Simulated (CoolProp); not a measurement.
A Linde-Hampson liquefier for CF4 (R14): isothermal reversible compression at 320 K from 1 atm to 30 MPa, throttling to 1 atm, return gas leaving the recuperator 5 K below the feed. Each further row changes one setting.

Computed with CoolProp (reference Helmholtz-energy equation of state, Platzer 1990). This equation is an older, rougher fit; its heat capacities, sound speeds and derivatives of the liquid may be far off and weren't checked against measurements.

| case | liquid yield per pass | compression work (kJ/kg of gas) |
|---|---|---|
| as stated | 0.238 | 159 |
| as stated | 0.238 | 159 |
| warm-end temperature 350 K | 0.185 | 179 |
| warm-end gap 10 K | 0.226 | 159 |
| warm-end temperature 350 K | 0.185 | 179 |
| warm-end gap 10 K | 0.226 | 159 |
